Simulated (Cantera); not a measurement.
An isothermal, constant-pressure homogeneous reactor starts with 17.9 % NH₃, 82.1 % N₂, at 2250 K and 0.0267 bar.

Model: the gas-phase N/H chemistry of the illustrative SiF4/NH3 mechanism in the Surface Chemkin manual (1991), integrated in Cantera. Walls and surfaces, which speed up NH3 decomposition in real reactors, are not modelled.

x: mole fraction; the columns are a selection and need not sum to one.

```json
[
 {"t (s)": "0.000300", "x NH₃": "0.178", "x N₂H₂": "5.93e-8", "x NH₂": "___", "x N": "4.43e-9", "x N₂H₄": "2.25e-10", "x NH": "1.18e-6"},
 {"t (s)": "0.000625", "x NH₃": "0.178", "x N₂H₂": "3.25e-7", "x NH₂": "___", "x N": "2.97e-8", "x N₂H₄": "9.54e-10", "x NH": "5.06e-6"},
 {"t (s)": "0.00130", "x NH₃": "0.177", "x N₂H₂": "1.48e-6", "x NH₂": "___", "x N": "1.18e-7", "x N₂H₄": "3.61e-9", "x NH": "1.46e-5"},
 {"t (s)": "0.00271", "x NH₃": "0.174", "x N₂H₂": "3.98e-6", "x NH₂": "0.00201", "x N": "4.51e-7", "x N₂H₄": "8.32e-9", "x NH": "2.93e-5"},
 {"t (s)": "0.00565", "x NH₃": "0.168", "x N₂H₂": "4.79e-6", "x NH₂": "0.00200", "x N": "1.33e-6", "x N₂H₄": "8.18e-9", "x NH": "4.05e-5"},
 {"t (s)": "0.0118", "x NH₃": "0.156", "x N₂H₂": "4.23e-6", "x NH₂": "___", "x N": "2.86e-6", "x N₂H₄": "5.73e-9", "x NH": "4.80e-5"},
 {"t (s)": "0.0245", "x NH₃": "0.134", "x N₂H₂": "3.38e-6", "x NH₂": "___", "x N": "4.83e-6", "x N₂H₄": "3.63e-9", "x NH": "5.27e-5"},
 {"t (s)": "0.0510", "x NH₃": "0.0985", "x N₂H₂": "2.26e-6", "x NH₂": "___", "x N": "6.43e-6", "x N₂H₄": "1.97e-9", "x NH": "5.17e-5"},
 {"t (s)": "0.106", "x NH₃": "0.0545", "x N₂H₂": "1.09e-6", "x NH₂": "___", "x N": "7.09e-6", "x N₂H₄": "7.61e-10", "x NH": "4.31e-5"},
 {"t (s)": "0.221", "x NH₃": "0.0181", "x N₂H₂": "2.94e-7", "x NH₂": "___", "x N": "6.73e-6", "x N₂H₄": "1.50e-10", "x NH": "2.82e-5"},
 {"t (s)": "0.461", "x NH₃": "0.00212", "x N₂H₂": "2.63e-8", "x NH₂": "___", "x N": "5.83e-6", "x N₂H₄": "7.37e-12", "x NH": "1.25e-5"},
 {"t (s)": "0.960", "x NH₃": "2.48e-5", "x N₂H₂": "9.94e-11", "x NH₂": "___", "x N": "2.25e-6", "x N₂H₄": "<1e-12", "x NH": "1.50e-6"},
 {"t (s)": "2.00", "x NH₃": "4.36e-7", "x N₂H₂": "<1e-12", "x NH₂": "___", "x N": "4.68e-7", "x N₂H₄": "<1e-12", "x NH": "1.37e-7"}
]
```

### Question
Fill in the missing entries.

### Answer

- 0.000300, x NH₂: 0.000332
- 0.000625, x NH₂: 0.000683
- 0.00130, x NH₂: 0.00133
- 0.0118, x NH₂: 0.00167
- 0.0245, x NH₂: 0.00133
- 0.0510, x NH₂: 0.000979
- 0.106, x NH₂: 0.000609
- 0.221, x NH₂: 0.000270
- 0.461, x NH₂: 6.00e-5
- 0.960, x NH₂: 2.23e-6
- 2.00, x NH₂: 8.94e-8
